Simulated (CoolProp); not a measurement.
Model: reference Helmholtz-energy equation of state, Bücker 2006, in CoolProp.

### Question
For isobutane, give the phase and the density (kg/m³), cv (kJ/(kg K)), viscosity (µPa s) at 253.5 K and 20600 kPa; 298.8 K and 20600 kPa; 321.5 K and 20600 kPa.

### Answer
- 253.5 K and 20600 kPa: liquid; density 624, cv 1.54, viscosity 314
- 298.8 K and 20600 kPa: liquid; density 583, cv 1.70, viscosity 198
- 321.5 K and 20600 kPa: liquid; density 561, cv 1.79, viscosity 164

Viscosity comes from a separate model (Vogel 2000).
